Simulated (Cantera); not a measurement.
Charge: 1 mol MgCO₃, 0.064 mol SO₂, 0.56 mol N₂, 0.95 mol O₂, at 0.330 bar.

These are equilibrium values from Cantera (NASA tables, ideal gas, pure condensed phases), not measurements of a reactor. Candidate condensed phases: C, Mg, MgCO₃, MgO, MgS, MgSO₄, S; 40 gas species. Equilibrium is a limit: real reactors are often held back by kinetics, nucleation or transport. All values below are at 975 °C.

Base state: CO₂ 0.389, O₂ 0.369, N₂ 0.218, SO₂ 0.0234, SO₃ 0.00145, NO 0.000194 (mole fractions); condensed: MgO(s).

### Question
What changes in the equilibrium state with this change: pressure from 0.330 bar to 1.40 bar?

### Answer
| species | before | after |
|---|---|---|
| CO₂ | 0.389 | 0.390 |
| O₂ | 0.369 | 0.368 |
| N₂ | 0.218 | 0.218 |
| SO₂ | 0.0234 | 0.0202 |
| SO₃ | 0.00145 | 0.00257 |
| NO | 0.000194 | 0.000194 |
| MgO(s), mol | 1.00 | 0.994 |
| MgSO₄(s), mol | 0 | 0.00571 |
Mutual solubility and eutectic melting of coexisting phases are not modelled.

### Question
What changes in the equilibrium state with this change: SO₂ from 0.064 to 0.89 mol?

### Answer
```csv
species,before,after
CO₂,0.389,0.329
O₂,0.369,0.269
SO₂,0.0234,0.206
SO₃,0.00145,0.0109
N₂,0.218,0.184
NO,0.000194,0.000152
"MgO(s), mol",1.00,0.770
"MgSO₄(s), mol",0,0.230
```
Mutual solubility and eutectic melting of coexisting phases are not modelled.
